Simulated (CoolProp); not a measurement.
Vapour-liquid equilibrium of CH2F2 (R32) (1) + R236EA (2) at 294.4 K; x and y are mole fractions of (1).

The numbers come from the multi-fluid Helmholtz-energy mixture model, Tillner-Roth 1997 and Rui 2013; pair parameters Bell 2016 in CoolProp.

| x | bubble pressure, mixture model (MPa) | bubble pressure, Raoult's law (MPa) | y, mixture model | y, Raoult's law |
|---|---|---|---|---|
| 0.05 | 0.2309 | 0.2476 | 0.243 | 0.308 |
| 0.2 | 0.3940 | 0.4495 | 0.604 | 0.679 |
| 0.35 | 0.5724 | 0.6514 | 0.765 | 0.820 |
| 0.5 | 0.7654 | 0.8533 | 0.856 | 0.894 |
| 0.65 | 0.9734 | 1.055 | 0.916 | 0.940 |
| 0.8 | 1.198 | 1.257 | 0.958 | 0.971 |
| 0.95 | 1.442 | 1.459 | 0.991 | 0.994 |

The largest gap from Raoult's law is -12.3 % in bubble pressure, at x = 0.2. No azeotrope shows between x = 0.05 and 0.95.

The pair parameters rest on a limited set of measurements; away from them the model extrapolates.
